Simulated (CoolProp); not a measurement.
Isohexane along the isobar 2.84 MPa: density (kg/m³) from the reference equation and from simpler models built on Tc = 497.7 K, pc = 3.043 MPa, ω = 0.280; each cubic takes its own stable root.

Values from CoolProp's reference Helmholtz-energy equation of state, Lemmon 2006. It is a short technical equation, of lower accuracy than the large ones.

```
T (K)   phase  reference  van der Waals  Redlich-Kwong  Soave-Redlich-Kwong  Peng-Robinson
-----  ------  ---------  -------------  -------------  -------------------  -------------
349.7  liquid      603.5          371.7          533.1           (withheld)          626.4
365.1  liquid      587.9          362.6          516.7                538.5          608.9
380.5  liquid      571.5          353.0          499.1                521.2          589.6
395.9  liquid      554.0          342.5          480.1                502.3          568.4
411.3  liquid      535.2          331.1          459.4                481.3          544.7
426.7  liquid      514.6          318.4          436.6                457.8          517.9
442.1  liquid      491.4          303.9          410.8           (withheld)          487.0
457.5  liquid      464.1          286.5          380.6                398.9          450.0
473    liquid      429.0     (withheld)          342.2                357.9          402.3
488.4  liquid      371.3          219.7          280.1                293.0          326.7
503.8     gas      107.8          98.44          103.6                102.3          107.7
519.2     gas      89.98          86.93     (withheld)                87.04          90.93
534.6     gas      80.08          79.38          80.46                78.08          81.22
550       gas      73.25          73.71          74.14           (withheld)          74.39
```

**Question.** What belongs in the gaps?

**Answer.** 
- 349.7, Soave-Redlich-Kwong: 554.4
- 442.1, Soave-Redlich-Kwong: 430.9
- 473, van der Waals: 263.3
- 519.2, Redlich-Kwong: 89.22
- 550, Soave-Redlich-Kwong: 71.73
